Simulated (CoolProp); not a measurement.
Fluorine along the isotherm 173.7 K: Z from the reference equation and from simpler models built on Tc = 144.4 K, pc = 5.240 MPa, ω = 0.045; each cubic takes its own stable root.

The numbers come from the reference Helmholtz-energy equation of state, de Reuck 1990 in CoolProp.

| p (MPa) | phase | reference | Redlich-Kwong | Peng-Robinson |
|---|---|---|---|---|
| 1.09 | gas | ? | 0.9583 | 0.9528 |
| 2.18 | gas | ? | 0.9153 | 0.9049 |
| 3.27 | gas | ? | 0.8708 | 0.8562 |
| 4.37 | gas | 0.8305 | 0.8246 | 0.8066 |
| 5.46 | supercritical | ? | 0.7776 | ? |
| 6.55 | supercritical | 0.7369 | ? | 0.7084 |
| 7.64 | supercritical | 0.6887 | 0.6833 | 0.6618 |
| 8.73 | supercritical | 0.6416 | 0.6402 | 0.6197 |
| 9.82 | supercritical | 0.6003 | 0.6048 | 0.5851 |
| 10.9 | supercritical | 0.5697 | 0.5805 | 0.5605 |
| 12 | supercritical | 0.5509 | 0.5674 | ? |
| 13.1 | supercritical | 0.5432 | 0.5638 | ? |

Some entries are withheld; supply them.


- 1.09, reference: 0.9609
- 2.18, reference: 0.9192
- 3.27, reference: 0.8758
- 5.46, reference: 0.7843
- 5.46, Peng-Robinson: 0.7572
- 6.55, Redlich-Kwong: 0.7300
- 12, Peng-Robinson: 0.5455
- 13.1, Peng-Robinson: 0.5393
